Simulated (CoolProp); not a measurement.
Vapour-liquid equilibrium of R113 (1) + benzene (2) at 76.65 °C; x and y are mole fractions of (1).

Values from CoolProp's multi-fluid Helmholtz-energy mixture model, Marx 1992 and Thol 2012; pair parameters Bell 2016.

Problem. Give the bubble pressure and the first vapour's composition at x = 0.125, 0.275, 0.65. Is there an azeotrope?

Solution. x = 0.125: 0.1265 MPa, y = 0.354; x = 0.275: 0.1559 MPa, y = 0.544; x = 0.65: 0.2053 MPa, y = 0.795. No azeotrope shows between x = 0.05 and 0.95.

The pair parameters rest on a limited set of measurements; away from them the model extrapolates.
